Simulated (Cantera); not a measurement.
Input: 1 mol CuO, 5 mol C, 0.02 mol CO, equilibrated at 900 K and 101000 Pa.

Equilibrium computed with Cantera from the NASA thermochemical tables; the gas is ideal and each condensed phase is pure. Candidate condensed phases: C, Cu, CuO, Cu2O; 15 gas species. Rates play no part.

Question: What is the equilibrium state?

Answer: 
```
Item                Result
--------------  ----------
x(CO2)               0.659
x(CO)                0.341
n(C(graphite))    4.41 mol
n(Cu(s))          1.00 mol
gas amount      0.6149 mol
```
